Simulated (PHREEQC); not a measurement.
Dissolve 0.0012 mol/kgw HF, 3.5e-05 mol/kgw NH4F, 0.015 mol/kgw (NH4)2SiF6 and 0.052 mol/kgw H2SO4 at 25 °C. Closed to the air; pH follows from the charge balance.

Model: ion-association model, wateq4f.dat, run in PHREEQC.

```
Property                 Result
----------------  -------------
pH                         1.26
ionic strength    0.124 mol/kgw
total alkalinity    -165 meq/kg
```

```json
[
 {"species": "H+", "molality": "0.0667", "activity": "0.0545", "log γ": "-0.088"},
 {"species": "HSO4-", "molality": "0.0355", "activity": "0.0270", "log γ": "-0.118"},
 {"species": "NH4+", "molality": "0.0282", "activity": "0.0217", "log γ": "-0.114"},
 {"species": "SO4-2", "molality": "0.0147", "activity": "0.00510", "log γ": "-0.460"},
 {"species": "SiF6-2", "molality": "0.0140", "activity": "0.00492", "log γ": "-0.455"},
 {"species": "HF", "molality": "0.00671", "activity": "0.00690", "log γ": "0.012"},
 {"species": "NH4SO4-", "molality": "0.00185", "activity": "0.00143", "log γ": "-0.114"},
 {"species": "H4SiO4", "molality": "0.000973", "activity": "0.00100", "log γ": "0.012"},
 {"species": "H2F2", "molality": "0.000121", "activity": "0.000124", "log γ": "0.012"},
 {"species": "F-", "molality": "0.000113", "activity": "8.45e-5", "log γ": "-0.128"}
]
```

This is a speciation only: nothing precipitates in the calculation. Saturation is exceeded, for instance for Quartz (slow to form), Chalcedony (slow to form); the values hold only as long as no solid forms. SiF6-2 is the database's only silicon fluoride.
